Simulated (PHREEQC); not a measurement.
Make-up at 87 °C: 33 mmol/kgw HF, 43 mmol/kgw NH4F and 0.055 mmol/kgw HCl. Closed to the air; pH follows from the charge balance.

Computed with PHREEQC (ion-association model, phreeqc.dat).

No solid was allowed to form.

Question: Estimate the pH, ionic strength.

Answer: pH 3.75; ionic strength 0.0432 mol/kgw.

Question: In which forms is F present?

Answer: F- 51 %, HF 37 %, HF2- 12 % of the F.

Complexes and solids missing from the database can't appear. At this temperature some constants are extrapolated from 25 °C, and those without enthalpy data are left unchanged.
